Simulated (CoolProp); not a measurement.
A single-stage vapour-compression cycle with sulfur dioxide: evaporating at 307.15 K (dew point), condensing at 377.15 K (bubble point), superheat 5 K, subcooling 0 K, compressor efficiency 0.75, no pressure losses. Each further row changes one setting.

Computed with CoolProp (reference Helmholtz-energy equation of state, Gao 2016).

| case | cooling COP | pressure ratio | discharge temperature (K) | refrigerating effect (kJ/kg) | volumetric capacity (kJ/m³) |
|---|---|---|---|---|---|
| as stated | 2.38 | 5.75 | 478.8 | 244 | 3430 |
| evaporating temperature 312.15 K | 2.66 | 4.93 | 469.1 | 246 | 4000 |
| condensing temperature 372.15 K | 2.64 | 5.19 | 467.7 | 253 | 3550 |
| subcooling 5 K | 2.47 | 5.75 | 478.8 | 253 | 3550 |
| superheat 15 K | 2.36 | 5.75 | 493.2 | 252 | 3390 |
| compressor efficiency 0.65 | 2.07 | 5.75 | 497.8 | 244 | 3430 |
